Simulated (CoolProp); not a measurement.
Vapour-liquid equilibrium of propane (1) + toluene (2) at 0.22 MPa; x and y are mole fractions of (1).

Model: multi-fluid Helmholtz-energy mixture model, Lemmon 2009 and Lemmon 2006; pair parameters Bell 2016, in CoolProp.

Task: Give the bubble temperature and the first vapour's composition at x = 0.75, 0.85, 0.95. Is there an azeotrope?

Result: x = 0.75: -17.1 °C, y = 0.999; x = 0.85: -19.1 °C, y = 1.000; x = 0.95: -21.5 °C, y = 1.000. No azeotrope shows between x = 0.05 and 0.95.

Pair parameters are fitted to limited data, so mixtures are less certain than the pure fluids. With so large a gap from Raoult's law the liquid may split in two, which this calculation doesn't test in full.
